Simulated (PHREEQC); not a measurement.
Solution (25 °C): 18 mmol/kgw FeSO4, 4.8 mmol/kgw CuCl2 and 0.59 mmol/kgw Na2SO4. Closed to the air; pH follows from the charge balance.

The numbers come from PHREEQC with the ion-association model, wateq4f.dat.

Problem. The ionic strength comes out as 0.0608 mol/kgw. What activity coefficients do SO4-2, CuOH+, FeCl+, Na+, Cu2(OH)2+2 get?

Solution. SO4-2 0.44, CuOH+ 0.80, FeCl+ 0.81, Na+ 0.81, Cu2(OH)2+2 0.43.

No solid was allowed to form. The solution is supersaturated, for example in Antlerite, Brochantite, so a real one may precipitate; this is no full list. Complexes and solids missing from the database can't appear.
